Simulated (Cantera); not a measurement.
Mixture: 6.57 % CH4, 1.64 % CO, 18.6 % O2, 70.3 % N2, 2.83 % H2O, equivalence ratio 0.75, at 101000 Pa, adiabatic and at constant pressure. Ignition delay is the time to a rise of 400 K.

Computed with Cantera and GRI-Mech 3.0 (53 species, 325 reactions).

Q: Predict: delay at 1175 K; delay at 1375 K; delay at 1575 K; delay at 1775 K; apparent activation energy between 1675 and 1875 K.

A: 
| Quantity | Result |
|---|---|
| delay at 1175 K | 66.7 ms |
| delay at 1375 K | 4.39 ms |
| delay at 1575 K | 0.550 ms |
| delay at 1775 K | 0.125 ms |
| apparent activation energy between 1675 and 1875 K | 170 kJ/mol |
